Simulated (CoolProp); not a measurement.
Properties of octamethyltrisiloxane (MDM) at several states (Tc = 292.2 °C, pc = 14.38 bar, ω = 0.528).

The numbers come from the reference Helmholtz-energy equation of state, Thol 2017 in CoolProp.

```tsv
T (°C)	p (bar)	phase	Z	cv (kJ/(kg K))	speed of sound (m/s)	isothermal compressibility (1/MPa)	expansivity (1/kK)	fugacity coefficient
201.05	7.97	liquid	0.07808	1.908	370.7	0.01403	2.495	0.3493
195.05	1.31	gas	0.9336	1.831	121.1	8.217	2.757	0.9379
301.85	4.21	gas	0.9010	2.072	129.4	2.660	2.581	0.9094
75.55	1.1	liquid	0.01176	1.592	747.9	0.002804	1.389	0.06820
```
